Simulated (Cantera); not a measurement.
**Aluminium nitride and oxide growth: Al + N₂**

Input: 1 mol Al, 90 mol N₂, at 0.0100 bar.

Equilibrium computed with Cantera from the NASA thermochemical tables; the gas is ideal and each condensed phase is pure. Candidate condensed phases: Al, AlN; 5 gas species. The numbers say what is thermodynamically allowed, not how fast it happens.

```json
[
 {"T (°C)": "1375", "x N₂": "1.000", "x Al": "6.03e-6", "x Al₂": "1.03e-12", "x N": "1.91e-11", "n AlN(s)": "0.999"},
 {"T (°C)": "1425", "x N₂": "1.000", "x Al": "2.36e-5", "x Al₂": "1.08e-11", "x N": "5.34e-11", "n AlN(s)": "0.998"},
 {"T (°C)": "1475", "x N₂": "1.000", "x Al": "8.53e-5", "x Al₂": "9.97e-11", "x N": "1.41e-10", "n AlN(s)": "0.992"},
 {"T (°C)": "1525", "x N₂": "1.000", "x Al": "0.000287", "x Al₂": "8.09e-10", "x N": "3.53e-10", "n AlN(s)": "0.974"},
 {"T (°C)": "1575", "x N₂": "0.999", "x Al": "0.000902", "x Al₂": "5.85e-9", "x N": "8.40e-10", "n AlN(s)": "0.919"},
 {"T (°C)": "1625", "x N₂": "0.997", "x Al": "0.00267", "x Al₂": "3.81e-8", "x N": "1.91e-9", "n AlN(s)": "0.760"},
 {"T (°C)": "1675", "x N₂": "0.993", "x Al": "0.00748", "x Al₂": "2.25e-7", "x N": "4.16e-9", "n AlN(s)": "0.323"},
 {"T (°C)": "1725", "x N₂": "0.989", "x Al": "0.0110", "x Al₂": "3.72e-7", "x N": "8.72e-9", "n AlN(s)": "0"},
 {"T (°C)": "1775", "x N₂": "0.989", "x Al": "0.0110", "x Al₂": "2.89e-7", "x N": "1.77e-8", "n AlN(s)": "0"},
 {"T (°C)": "1825", "x N₂": "0.989", "x Al": "0.0110", "x Al₂": "2.26e-7", "x N": "3.46e-8", "n AlN(s)": "0"}
]
```
x: gas mole fraction; n: condensed amount in mol.

From 1375 °C to 1675 °C the condensed part is AlN(s). From 1725 °C to 1825 °C nothing is condensed. The main Al-bearing gas is Al throughout.
